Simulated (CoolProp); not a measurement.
Hydrogen chloride along the isotherm 170.85 °C: density (kg/m³) from the reference equation and from simpler models built on Tc = 51.5 °C, pc = 8314 kPa, ω = 0.130; each cubic takes its own stable root.

The numbers come from the reference Helmholtz-energy equation of state, Thol 2018 in CoolProp.

```json
[
 {"p (kPa)": "277", "phase": "gas", "reference": "2.749"},
 {"p (kPa)": "554", "phase": "gas", "reference": "5.524"},
 {"p (kPa)": "831", "phase": "gas", "reference": "8.325"},
 {"p (kPa)": "1110", "phase": "gas", "reference": "11.17"},
 {"p (kPa)": "1390", "phase": "gas", "reference": "14.06"},
 {"p (kPa)": "1660", "phase": "gas", "reference": "16.87"},
 {"p (kPa)": "1940", "phase": "gas", "reference": "19.81"},
 {"p (kPa)": "2220", "phase": "gas", "reference": "22.78"},
 {"p (kPa)": "2490", "phase": "gas", "reference": "25.67"},
 {"p (kPa)": "2770", "phase": "gas", "reference": "28.69"},
 {"p (kPa)": "3050", "phase": "gas", "reference": "31.75"},
 {"p (kPa)": "3330", "phase": "gas", "reference": "34.83"},
 {"p (kPa)": "3600", "phase": "gas", "reference": "37.83"},
 {"p (kPa)": "3880", "phase": "gas", "reference": "40.97"},
 {"p (kPa)": "4160", "phase": "gas", "reference": "44.14"}
]
```

Question: How far does each simpler model (van der Waals, Redlich-Kwong, Soave-Redlich-Kwong, Peng-Robinson) lie from the reference over these 15 states: mean and median of the absolute difference, and the worst?

Answer: 
- van der Waals: mean 0.1 %, median 0.1 %, worst -0.1 % at 170.85 °C and 1940 kPa
- Redlich-Kwong: mean 0.2 %, median 0.2 %, worst -0.3 % at 170.85 °C and 4160 kPa
- Soave-Redlich-Kwong: mean 0.7 %, median 0.7 %, worst -1.3 % at 170.85 °C and 4160 kPa
- Peng-Robinson: mean 0.0 %, median 0.0 %, worst +0.0 % at 170.85 °C and 4160 kPa
